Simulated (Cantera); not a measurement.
Input: 1 mol Si3N4, 9.9 mol N2, held at 0.0100 bar.

Method: chemical equilibrium by Gibbs-energy minimisation in Cantera with the NASA 1993 tables (ideal gas, pure condensed phases). Candidate condensed phases: Si, Si3N4; 7 gas species. The tables' values for SiN are old estimates; treat these amounts as uncertain. The numbers say what is thermodynamically allowed, not how fast it happens. All values below are at 2050 K.

Base state: N2 0.992, Si 0.00773, Si2N 0.000224, SiN 0.000178, Si2 9.01e-5, Si3 1.89e-5 (mole fractions); condensed: Si(l).

Q: What changes in the equilibrium state with this change: 0.5 mol CO2 added?

A: 
```tsv
species	before	after
N2	0.992	0.915
SiO	0	0.0544
CO	0	0.0225
Si2C	0	0.000260
SiN	0.000178	0.000171
Si2N	0.000224	0.000215
Si3	1.89e-5	1.89e-5
Si(l), mol	2.90	1.97
SiC(s), mol	0	0.204
```
Mutual solubility and eutectic melting of coexisting phases are not modelled. Further candidate phases: C, SiC, SiO2, Si2N2O.

Q: What changes in the equilibrium state with this change: Si3N4 replaced by AlN?

A: 
```tsv
species	before	after
N2	0.992	0.947
Al	0	0.0532
Si	0.00773	0
Si2N	0.000224	0
SiN	0.000178	0
Si(l), mol	2.90	0
AlN(s), mol	0	0.428
```
Further candidate phases: Al, AlN.
